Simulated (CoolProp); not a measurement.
Aqueous propylene glycol as a coolant, at 30 °C, 1 atm.

Values from CoolProp's Melinder's fits for secondary coolants.

```json
[
 {"mass %": "4.2", "freezing point (°C)": "-1.0", "cp (kJ/(kg K))": "4.139", "viscosity (mPa s)": "0.921", "conductivity (W/(m K))": "0.590", "density (kg/m³)": "999.0"},
 {"mass %": "8.9", "freezing point (°C)": "?", "cp (kJ/(kg K))": "4.097", "viscosity (mPa s)": "1.07", "conductivity (W/(m K))": "0.563", "density (kg/m³)": "1002"},
 {"mass %": "13.7", "freezing point (°C)": "-4.3", "cp (kJ/(kg K))": "4.056", "viscosity (mPa s)": "?", "conductivity (W/(m K))": "0.536", "density (kg/m³)": "1006"},
 {"mass %": "18.4", "freezing point (°C)": "-6.4", "cp (kJ/(kg K))": "4.013", "viscosity (mPa s)": "1.43", "conductivity (W/(m K))": "0.511", "density (kg/m³)": "1010"},
 {"mass %": "23.1", "freezing point (°C)": "-8.8", "cp (kJ/(kg K))": "3.966", "viscosity (mPa s)": "1.67", "conductivity (W/(m K))": "0.486", "density (kg/m³)": "1013"},
 {"mass %": "27.8", "freezing point (°C)": "-11.4", "cp (kJ/(kg K))": "3.912", "viscosity (mPa s)": "1.95", "conductivity (W/(m K))": "0.463", "density (kg/m³)": "1017"},
 {"mass %": "32.5", "freezing point (°C)": "-14.5", "cp (kJ/(kg K))": "3.850", "viscosity (mPa s)": "2.29", "conductivity (W/(m K))": "?", "density (kg/m³)": "1021"},
 {"mass %": "37.2", "freezing point (°C)": "-18.1", "cp (kJ/(kg K))": "3.782", "viscosity (mPa s)": "2.70", "conductivity (W/(m K))": "0.419", "density (kg/m³)": "1024"},
 {"mass %": "42", "freezing point (°C)": "-22.5", "cp (kJ/(kg K))": "3.707", "viscosity (mPa s)": "3.18", "conductivity (W/(m K))": "0.398", "density (kg/m³)": "1028"},
 {"mass %": "46.7", "freezing point (°C)": "-27.8", "cp (kJ/(kg K))": "3.627", "viscosity (mPa s)": "3.73", "conductivity (W/(m K))": "0.378", "density (kg/m³)": "?"},
 {"mass %": "51.4", "freezing point (°C)": "-34.3", "cp (kJ/(kg K))": "3.543", "viscosity (mPa s)": "?", "conductivity (W/(m K))": "0.359", "density (kg/m³)": "1033"}
]
```

### Question
Fill in the missing entries.

### Answer

- 8.9, freezing point (°C): -2.5
- 13.7, viscosity (mPa s): 1.24
- 32.5, conductivity (W/(m K)): 0.441
- 46.7, density (kg/m³): 1031
- 51.4, viscosity (mPa s): 4.38
